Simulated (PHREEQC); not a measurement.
A solution holds 0.55 mol NaH2PO4 per kg of water, at 25 °C. Closed to the air; pH follows from the charge balance.

Equilibrium calculation in PHREEQC: ion-association model, phreeqc.dat.

pH: 4.28
ionic strength: 0.552 mol/kgw
activity of water: 0.981
specific conductance: 31500 µS/cm
density: 1.043 g/cm³

```tsv
species	molality	activity	log γ
Na+	0.549	0.394	-0.145
H2PO4-	0.545	0.374	-0.163
H3PO4	0.00255	0.00290	0.055
HPO4-2	0.00213	0.000441	-0.683
NaHPO4-	0.000494	0.000339	-0.163
H+	6.91e-5	5.26e-5	-0.119
```

No solid was allowed to form. Species that the database lacks are ignored.
